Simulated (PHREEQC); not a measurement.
Consider water at 25 °C with 0.0092 mol KF per kg of water. Closed to the air; pH follows from the charge balance.

The numbers come from PHREEQC with the ion-association model, phreeqc.dat.

Each row changes one thing in this solution. This is a speciation only: nothing precipitates in the calculation.

| case | pH | HF (mol/kgw) | HF2- (mol/kgw) |
|---|---|---|---|
| as made | 7.55 | 3.52e-7 | 1.24e-8 |
| 0.00018 mol/kgw NaCl added | 7.55 | 3.52e-7 | 1.24e-8 |
| KF from 0.0092 to 0.0184 mol/kgw | ___ | 4.99e-7 | 3.52e-8 |
| KF from 0.0092 to 0.092 mol/kgw | ___ | 1.00e-6 | 3.52e-7 |
| diluted 10-fold with water | 7.18 | 8.86e-8 | 3.13e-10 |
| temperature from 25 to 5 °C | ___ | 1.26e-7 | 3.60e-9 |

Task: Fill in the missing entries.

Result: 
- KF from 0.0092 to 0.0184 mol/kgw, pH: 7.68
- KF from 0.0092 to 0.092 mol/kgw, pH: 8.02
- temperature from 25 to 5 °C, pH: 7.85

Away from 25 °C the constants follow the database's enthalpies or fits; those with neither stay at their 25 °C values.
